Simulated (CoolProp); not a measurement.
Values from CoolProp's reference Helmholtz-energy equation of state, Thol 2017.

**Question.** Give the vapour pressure (MPa), enthalpy of vaporisation (kJ/kg), liquid cp (kJ/(kg K)), vapour Z of saturated octamethyltrisiloxane (MDM) at 292.4, 378.5 K.

**Answer.** 
```
T (K)   p (MPa)  enthalpy of vaporisation (kJ/kg)  liquid cp (kJ/(kg K))  vapour Z
-----  --------  --------------------------------  ---------------------  --------
292.4  0.000339                               207                   1.77     0.999
378.5    0.0242                               173                   1.98     0.974
```
